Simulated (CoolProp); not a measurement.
C2F6 (R116) at 293.15 K and 10.3 MPa is throttled through a valve to 1.47 MPa with no heat exchange. Each further row changes one setting.

Computed with CoolProp (reference Helmholtz-energy equation of state, Lemmon 2006). It is a short technical equation, of lower accuracy than the large ones.

```
case                       temperature change (K)  final phase  final density (kg/m³)
-------------------------  ----------------------  -----------  ---------------------
as stated                              (withheld)   (withheld)             (withheld)
outlet pressure 0.441 MPa              (withheld)   (withheld)                   51.4
outlet pressure 1.91 MPa               (withheld)   (withheld)                    476
```

Q: What belongs in the gaps?

A: 
- as stated, temperature change (K): -28.3
- as stated, final phase: two-phase, vapour fraction 0.403
- as stated, final density (kg/m³): 283
- outlet pressure 0.441 MPa, temperature change (K): -65.5
- outlet pressure 0.441 MPa, final phase: two-phase, vapour fraction 0.710
- outlet pressure 1.91 MPa, temperature change (K): -18.7
- outlet pressure 1.91 MPa, final phase: two-phase, vapour fraction 0.269
